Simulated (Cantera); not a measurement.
Mixture: 46.2 % H₂, 15.4 % O₂, 38.5 % N₂, equivalence ratio 1.5, at 26.0 bar, adiabatic and at constant volume. Ignition delay is the time to a rise of 400 K.

Detailed kinetics in Cantera: the H2/O2 subset of GRI-Mech 3.0, which has no nitrogen chemistry. The hydrogen kinetics of GRI-Mech 3.0 are dated; newer H2 mechanisms differ, most at raised pressure. The pressure lies above the range GRI-Mech 3.0 was tuned for (to about 10 atm).

Question: Predict: delay at 975 K; delay at 1175 K; delay at 1375 K; delay at 1575 K; apparent activation energy between 1475 and 1675 K.

Answer: 
```json
{
  "delay at 975 K": "6.12 ms",
  "delay at 1175 K": "0.126 ms",
  "delay at 1375 K": "3.48 µs",
  "delay at 1575 K": "0.423 µs",
  "apparent activation energy between 1475 and 1675 K": "110 kJ/mol"
}
```
